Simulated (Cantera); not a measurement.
Input: 1 mol LiOH, 7.4 mol H2, held at 1648.15 K and 1 atm.

Cantera equilibrium calculation (NASA polynomials, part measured and part estimated; ideal gas, pure solids and liquids). Candidate condensed phases: H2O, Li, LiH, LiOH, Li2O; 17 gas species. Equilibrium is a limit: real reactors are often held back by kinetics, nucleation or transport.

Base state: H2 0.923, H2O 0.0509, LiOH 0.0244, Li 0.00146, Li2(OH)2 0.000128, H 8.51e-5, LiH 7.56e-5, Li2O 3.65e-5 (mole fractions); condensed: Li2O(s).

Question: What changes in the equilibrium state with this change: pressure from 1 atm to 42.0 mbar?

Answer: 
```csv
species,before,after
H2,0.923,0.849
LiOH,0.0244,0.0817
H2O,0.0509,0.0347
Li,0.00146,0.0337
Li2O,3.65e-5,0.000599
H,8.51e-5,0.000401
LiH,7.56e-5,0.000341
Li2(OH)2,0.000128,5.96e-5
"Li2O(s), mol",0.395,0
```
